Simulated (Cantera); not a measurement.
Charge: 1 mol Si, a varied amount of Cl₂, 16 mol H₂, at 1325 °C and 1.00 bar.

Cantera equilibrium calculation (NASA polynomials, part measured and part estimated; ideal gas, pure solids and liquids). Candidate condensed phases: Si; 19 gas species. The tables' values for SiCl₃ are old estimates; treat these amounts as uncertain. Rates play no part.

x: gas mole fraction; n: condensed amount in mol.

```
n(Cl₂) (mol)   x H₂   x HCl  x SiCl₂   x SiCl₃   x SiCl₄  n Si(s)
------------  -----  ------  -------  --------  --------  -------
0.5           0.948  0.0441  0.00705  0.000440   6.80e-5    0.870
0.64          0.936     ___      ___  0.000758       ___    0.808
0.83          0.921     ___      ___   0.00130       ___      ___
1.1           0.901  0.0741   0.0210   0.00226  0.000602    0.570
1.4           0.880  0.0848   0.0282   0.00351   0.00108    0.397
1.8           0.856  0.0965   0.0375   0.00539   0.00192    0.155
2.3           0.819   0.125   0.0400   0.00765   0.00362        0
2.9           0.768   0.178   0.0334   0.00936   0.00648        0
```

Task: Complete the blanks.

Result: 
- 0.83, x HCl: 0.0624
- 0.83, x SiCl₂: 0.0145
- 0.83, x SiCl₄: 0.000289
- 0.83, n Si(s): 0.714
- 0.64, x HCl: 0.0525
- 0.64, x SiCl₂: 0.0101
- 0.64, x SiCl₄: 0.000140
